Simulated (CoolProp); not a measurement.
Saturated liquid density (kg/m³) of cyclopentane: the reference equation beside estimates from Tc = 511.7 K, pc = 4.583 MPa, ω = 0.202.

The numbers come from the reference Helmholtz-energy equation of state, Gedanitz 2015 in CoolProp.

| T (K) | reference | van der Waals | Soave-Redlich-Kwong |
|---|---|---|---|
| 407.8 | … | 390.8 | 573.7 |
| 410.9 | … | 387.9 | 568.6 |
| 414.1 | 606.6 | 384.9 | 563.2 |
| 417.2 | 602.3 | … | 557.9 |
| 420.4 | 597.7 | 378.9 | 552.2 |
| 423.5 | 593.1 | 375.8 | 546.7 |
| 426.6 | … | 372.7 | 541.0 |
| 429.8 | 583.7 | 369.5 | 535.0 |
| 432.9 | 578.9 | 366.2 | 529.1 |
| 436 | 574.1 | 362.9 | 523.0 |
| 439.2 | … | … | 516.6 |
| 442.3 | 563.9 | 356.0 | 510.2 |
| 445.4 | 558.7 | 352.5 | 503.6 |

Complete the blanks.


- 407.8, reference: 615.4
- 410.9, reference: 611.1
- 417.2, van der Waals: 382.0
- 426.6, reference: 588.5
- 439.2, reference: 568.9
- 439.2, van der Waals: 359.4

Absolute difference from the reference over all 13 rows, mean and median: van der Waals 36.7 and 36.7 %, Soave-Redlich-Kwong 8.2 and 8.1 %.
